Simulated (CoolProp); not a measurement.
R410A at 458.02 K and 2.27 MPa is throttled through a valve to 0.937 MPa with no heat exchange. Each further row changes one setting.

Model: reference Helmholtz-energy equation of state, Lemmon 2003, in CoolProp. It is a pseudo-pure fit of the blend.

```json
[
 {"case": "as stated", "temperature change (K)": "-7.0", "final density (kg/m³)": "18.6"},
 {"case": "outlet pressure 0.281 MPa", "temperature change (K)": "-10.7", "final density (kg/m³)": "5.53"},
 {"case": "outlet pressure 1.22 MPa", "temperature change (K)": "-5.5", "final density (kg/m³)": "24.4"}
]
```
